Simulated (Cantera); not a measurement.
A Cantera script and what it prints.

```python
import numpy as np
import cantera as ct

gas_names = [...]  # 114 gases of nasa_gas.yaml made of C, Fe, H, O
cond_names = """
    C(gr) C6H6(L) C7H8(L) C8H18(L),n-octa Fe(a) Fe(c) Fe(d) Fe(L) FeC5O5(L) FeO(s) FeO(L) Fe(OH)2(s)
    Fe(OH)3(s) Fe2O3(s) Fe3O4(s) H2O(s) H2O(L)
""".split()


# ... load() reads the species with a 1 bar reference pressure and builds the phases ...
atoms = {
    'Fe(CO)5': {'Fe': 1, 'C': 5, 'O': 5},
    'H2': {'H': 2},
}
top_T = {'C(gr)': 4500, 'Fe2O3(s)': 1830, 'Fe3O4(s)': 1870}  # K; cautious upper limits of use, not melting points


# ... equilibrate(T, P, feed) seeds the gas with the atoms and calls Mixture.equilibrate('TP', solver="vcs", rtol=1e-11, max_steps=5000) ...
results = []
feed = {'Fe(CO)5': 1, 'H2': 0.23}  # mol
P = 850000  # Pa
for T in [1098, 1148, 1198, 1248, 1298, 1348, 1398, 1448, 1498, 1548, 1598]:
    mix = equilibrate(T, P, feed)
    results.append((T, P, feed, dict(zip(mix.species_names, mix.species_moles))))

top = {s: max(r[3][s] / sum(r[3][g] for g in gas_names) for r in results) for s in gas_names}
cols = sorted((s for s in top if top[s] > 1e-05), key=lambda s: -top[s])[:5]
seen = [c for c in cond_names if any(r[3].get(c, 0) > 1e-12 for r in results)]
print("log10 of partial pressures in bar; condensed amounts in mol")
print(f"{'T/K':>10s}" + "".join(f"{s[:9]:>10s}" for s in cols + seen))
for T, P, feed, n in results:
    ng = sum(n[g] for g in gas_names)
    print(f"{T:10.4g}" + "".join(f"{np.log10(max(n[s] / ng * P / 1e5, 1e-99)):10.3f}" for s in cols)
          + "".join(f"{n.get(c, 0):10.4g}" for c in seen))
```

It prints:

```
log10 of partial pressures in bar; condensed amounts in mol
       T/K        CO       CO2        H2       H2O       CH4     C(gr)     Fe(c)    FeO(s)
      1098     0.725     0.411    -0.394    -0.705    -2.224     2.038         0         1
      1148     0.801     0.211    -0.375    -0.893    -2.374     1.721         0         1
      1198     0.851    -0.009    -0.456    -1.181    -2.707    0.5721         1         0
      1248     0.877    -0.251    -0.448    -1.384    -2.849    0.3454         1         0
      1298     0.892    -0.493    -0.443    -1.583    -2.984    0.2048         1         0
      1348     0.899    -0.727    -0.438    -1.773    -3.111    0.1223         1         0
      1398     0.904    -0.950    -0.435    -1.954    -3.230   0.07451         1         0
      1448     0.906    -1.159    -0.433    -2.123    -3.343   0.04659         1         0
      1498     0.907    -1.355    -0.432    -2.283    -3.449   0.02995         1         0
      1548     0.908    -1.540    -0.431    -2.433    -3.549   0.01977         1         0
      1598     0.909    -1.712    -0.430    -2.574    -3.643   0.01339         1         0
```

Cantera equilibrium calculation (NASA polynomials, part measured and part estimated; ideal gas, pure solids and liquids). Iron dissolves carbon and melts from about 1420 K in contact with it, which pure phases cannot show. The tables' stoichiometric FeO is somewhat more stable than real wüstite, so its field is too wide. FeO: taken at fixed stoichiometry. Condensed phases not in the tables: cementite and carbon dissolved in iron.
